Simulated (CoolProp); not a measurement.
Model: reference Helmholtz-energy equation of state, Wu 2011, in CoolProp.

Give the vapour pressure (MPa), liquid cp (kJ/(kg K)), liquid viscosity (µPa s), vapour viscosity (µPa s) of saturated dimethyl ether at 227.5, 253.1 K.


| T (K) | p (MPa) | liquid cp (kJ/(kg K)) | liquid viscosity (µPa s) | vapour viscosity (µPa s) |
|---|---|---|---|---|
| 227.5 | 0.0371 | 2.19 | 272 | 7.63 |
| 253.1 | 0.124 | 2.25 | 197 | 8.17 |

Viscosity comes from a separate model (Meng 2012).
